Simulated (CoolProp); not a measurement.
Aqueous methanol as a coolant, at 29 °C, 1 atm.

The numbers come from the Melinder's fits for secondary coolants in CoolProp.

| mass % | freezing point (°C) | density (kg/m³) | viscosity (mPa s) | Prandtl number | conductivity (W/(m K)) |
|---|---|---|---|---|---|
| 3.7 | -2.2 | 989.4 | 0.893 | 6.35 | 0.589 |
| 9.7 | -6.3 | 979.5 | 1.03 | 7.77 | 0.552 |
| 15.7 | -11.2 | 970.1 | 1.16 | 9.26 | 0.517 |
| 21.7 | -16.7 | 960.6 | 1.27 | 10.7 | 0.483 |
| 27.7 | -23.0 | 950.8 | 1.35 | 12.1 | 0.451 |
| 33.8 | -30.3 | 940.4 | 1.41 | 13.3 | 0.420 |
| 39.8 | -38.4 | 929.5 | 1.42 | 14.0 | 0.391 |
| 45.8 | -47.5 | 918.1 | 1.41 | 14.4 | 0.365 |
| 51.8 | -57.6 | 906.0 | 1.36 | 14.4 | 0.341 |
| 57.8 | -68.7 | 892.9 | 1.30 | 14.2 | 0.319 |
